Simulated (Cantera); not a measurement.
A Cantera script and what it prints.

```python
import numpy as np
import cantera as ct

gas_names = """
    N C2H6 NH3
""".split()
cond_names = """
    Ta(cr) Ta(L) TaC(s) TaC(L)
""".split()


def load(file, names, dense=False):
    # The tables refer to 1 bar. Condensed volumes are neglected.
    table = {s.name: s for s in ct.Species.list_from_file(file)}
    out = []
    for n in names:
        d = dict(table[n].input_data)
        d["thermo"] = dict(d["thermo"], **{"reference-pressure": 1e5})
        if dense:
            d["equation-of-state"] = {"model": "constant-volume", "density": "1e6 g/cm^3"}
        out.append(ct.Species.from_dict(d))
    return out


species = {s.name: s for s in load("nasa_gas.yaml", gas_names) + load("nasa_condensed.yaml", cond_names)}
# Each term lists the table entries of one substance; the one whose range holds T is used.
reactions = {
    '2 N(g) + 2 Ta + C2H6(g) = 2 TaC + 2 NH3(g)':
        [(-2, ['N']), (-2, ['Ta(cr)', 'Ta(L)']), (-1, ['C2H6']), (2, ['TaC(s)', 'TaC(L)']), (2, ['NH3'])],
}


def pick(names, T):
    return next(species[n] for n in names if species[n].thermo.min_temp <= T <= species[n].thermo.max_temp)


results = []
for label, terms in reactions.items():
    print(label)
    print("     T/K   dH/kJ  dS/(J/K)   dG/kJ   log10 K")
    for T in [300, 1973, 2123, 2273, 2423, 2573, 2723, 2873]:
        used = [(nu, pick(names, T)) for nu, names in terms]
        dH = sum(nu * s.thermo.h(T) for nu, s in used) / 1e6
        dS = sum(nu * s.thermo.s(T) for nu, s in used) / 1e3
        dG = dH - T * dS / 1e3
        logK = -dG * 1e6 / (ct.gas_constant * T * np.log(10))
        results.append((label, T, dH, dS, dG, logK, [s.name for _, s in used]))
        print(f"{T:8g} {dH:8.1f} {dS:8.1f} {dG:8.1f} {logK:8.2f}")
```

Result:

```
2 N(g) + 2 Ta + C2H6(g) = 2 TaC + 2 NH3(g)
     T/K   dH/kJ  dS/(J/K)   dG/kJ   log10 K
     300  -1241.6   -148.5  -1197.0   208.42
    1973  -1246.0   -152.0   -946.0    25.05
    2123  -1245.9   -152.0   -923.2    22.71
    2273  -1245.7   -151.9   -900.4    20.69
    2423  -1245.3   -151.7   -877.7    18.92
    2573  -1244.9   -151.6   -854.9    17.36
    2723  -1244.4   -151.4   -832.2    15.96
    2873  -1244.1   -151.3   -809.5    14.72
```

Standard-state values (1 bar) from the NASA 1993 polynomials, evaluated with Cantera. TaC: taken at fixed stoichiometry. Condensed species are held in their standard states even where they would react or evaporate.
